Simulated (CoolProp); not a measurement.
Vapour-liquid equilibrium of R134a (1) + R152A (2) at 0.0218 bar; x and y are mole fractions of (1).

Computed with CoolProp (multi-fluid Helmholtz-energy mixture model, Tillner-Roth 1994 and Outcalt 1996; pair parameters Lemmon 2004).

```
x     bubble temperature (°C)  y at the bubble point  dew temperature at overall composition x (°C)  liquid density (mol/L)
----  -----------------------  ---------------------  ---------------------------------------------  ----------------------
0.05                    -85.8                  0.032                                          -85.6                   17.04
0.15                    -85.3                  0.110                                          -85.1                   16.83
0.25                    -84.9                  0.207                                          -84.8                   16.61
0.35                    -84.7                  0.321                                          -84.6                   16.40
0.45                    -84.6                  0.444                                          -84.6                   16.19
0.55                    -84.6                  0.569                                          -84.6                   15.99
0.65                    -84.8                  0.689                                          -84.7                   15.79
0.75                    -85.1                  0.797                                          -84.9                   15.60
0.85                    -85.4                  0.891                                          -85.3                   15.42
0.95                    -85.9                  0.968                                          -85.8                   15.24
```

y crosses x between x = 0.45 and 0.55: the model has an azeotrope there.

The pair parameters rest on a limited set of measurements; away from them the model extrapolates.
